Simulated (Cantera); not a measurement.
Charge: 1 mol Fe3O4, a varied amount of H2, at 1975 K and 1.00 Torr.

These are equilibrium values from Cantera (NASA tables, ideal gas, pure condensed phases), not measurements of a reactor. Candidate condensed phases: Fe, FeO, Fe(OH)2, Fe(OH)3, Fe2O3, Fe3O4, H2O; 12 gas species. The tables' stoichiometric FeO is somewhat more stable than real wüstite, so its field is too wide. FeO: taken at fixed stoichiometry. Rates play no part.

Problem. What share of the Fe ends up in condensed phases as a function of n(H2) (mol), at 0.58, 0.78, 0.98, 1.2, 1.4, 1.6, 1.8, 2, 2.2, 2.4, 2.6, 2.8, 3?

Solution. 
```json
[
 {"n(H2) (mol)": "0.58", "Fe condensed (%)": "99.9", "as": "FeO(l)"},
 {"n(H2) (mol)": "0.78", "Fe condensed (%)": "99.9", "as": "FeO(l)"},
 {"n(H2) (mol)": "0.98", "Fe condensed (%)": "99.8", "as": "FeO(l)"},
 {"n(H2) (mol)": "1.2", "Fe condensed (%)": "99.2", "as": "FeO(l)"},
 {"n(H2) (mol)": "1.4", "Fe condensed (%)": "98.3", "as": "FeO(l)"},
 {"n(H2) (mol)": "1.6", "Fe condensed (%)": "97.3", "as": "FeO(l)"},
 {"n(H2) (mol)": "1.8", "Fe condensed (%)": "96.1", "as": "FeO(l)"},
 {"n(H2) (mol)": "2", "Fe condensed (%)": "94.8", "as": "FeO(l)"},
 {"n(H2) (mol)": "2.2", "Fe condensed (%)": "93.4", "as": "FeO(l)"},
 {"n(H2) (mol)": "2.4", "Fe condensed (%)": "91.9", "as": "FeO(l)"},
 {"n(H2) (mol)": "2.6", "Fe condensed (%)": "90.4", "as": "FeO(l)"},
 {"n(H2) (mol)": "2.8", "Fe condensed (%)": "88.7", "as": "FeO(l)"},
 {"n(H2) (mol)": "3", "Fe condensed (%)": "87.1", "as": "FeO(l)"}
]
```
